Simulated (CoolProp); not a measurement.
Model: reference Helmholtz-energy equation of state, Gao 2016, in CoolProp.

Task: For sulfur dioxide, give the phase and the density (kg/m³), expansivity (1/kK), fugacity coefficient at 130.45 °C and 10.7 MPa; 165.15 °C and 10.7 MPa; 182.45 °C and 10.7 MPa.

Result: 
- 130.45 °C and 10.7 MPa: liquid; density 1030, expansivity 4.80, fugacity coefficient 0.377
- 165.15 °C and 10.7 MPa: supercritical; density 779, expansivity 16.3, fugacity coefficient 0.554
- 182.45 °C and 10.7 MPa: supercritical; density 447, expansivity 33.9, fugacity coefficient 0.630
